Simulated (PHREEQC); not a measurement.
A made-up water analysis in mmol/kgw, 25 °C, pH 3.24, pe 11.2: Na 2.49; K 7.05; Ca 2.8; Mg 1.17; Cl 1.75; S(6) 8.63; Sr 0.0487.

Na is adjusted to close the charge balance.
Valence states are taken as typed.

Computed with PHREEQC (ion-association model, phreeqc.dat).

Precipitation was switched off in this run.

Q: Estimate the ionic strength.

A: ionic strength 0.0260 mol/kgw.

Q: In which forms is S present?

A: SO4-2 81 %, CaSO4 8.8 %, MgSO4 4.5 %, HSO4- 2.9 %, KSO4- 2.1 %, NaSO4- 0.7 % of the S.

Species that the database lacks are ignored.
